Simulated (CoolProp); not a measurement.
A Linde-Hampson liquefier for nitrogen: isothermal reversible compression at 280 K from 1 atm to 20 MPa, throttling to 1 atm, return gas leaving the recuperator 5 K below the feed. Each further row changes one setting.

The numbers come from the reference Helmholtz-energy equation of state, Span 2000 in CoolProp.

```csv
case,liquid yield per pass,compression work (kJ/kg of gas)
as stated,…,438
high pressure 40 MPa,…,503
warm-end temperature 310 K,…,…
warm-end gap 10 K,…,438
```

Complete the blanks.


- as stated, liquid yield per pass: 0.080
- high pressure 40 MPa, liquid yield per pass: 0.102
- warm-end temperature 310 K, liquid yield per pass: 0.056
- warm-end temperature 310 K, compression work (kJ/kg of gas): 488
- warm-end gap 10 K, liquid yield per pass: 0.068
